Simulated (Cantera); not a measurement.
Input: 1 mol Ta(OEt)₅, 4 mol H₂O, 31 mol H₂, equilibrated at 1300 °C and 1.10 bar.

These are equilibrium values from Cantera (NASA tables, ideal gas, pure condensed phases), not measurements of a reactor. Candidate condensed phases: C, C₆H₆, C₇H₈, C₈H₁₈, H₂O, Ta, TaC, Ta₂O₅; 113 gas species. The feed counts by its element totals alone. TaC: taken at fixed stoichiometry. Condensed phases not in the tables: Ta₂C. Kinetics and transport are ignored.

Base state: H₂ 0.840, CO 0.159, CH₄ 0.000479, H₂O 0.000454, H 3.56e-5, CO₂ 2.97e-5 (mole fractions); condensed: TaC(s).

Q: What changes in the equilibrium state with this change: temperature from 1300 °C to 850 °C?

A: 
```json
[
 {"species": "H₂", "before": "0.840", "after": "0.853"},
 {"species": "CO", "before": "0.159", "after": "0.115"},
 {"species": "CH₄", "before": "0.000479", "after": "0.0235"},
 {"species": "H", "before": "3.56e-5", "after": "3.76e-8"},
 {"species": "CO₂", "before": "2.97e-5", "after": "0.000880"},
 {"species": "H₂O", "before": "0.000454", "after": "0.00713"},
 {"species": "TaC(s), mol", "before": "1.00", "after": "0"},
 {"species": "C(graphite), mol", "before": "0", "after": "2.69"},
 {"species": "Ta₂O₅(s), mol", "before": "0", "after": "0.500"}
]
```
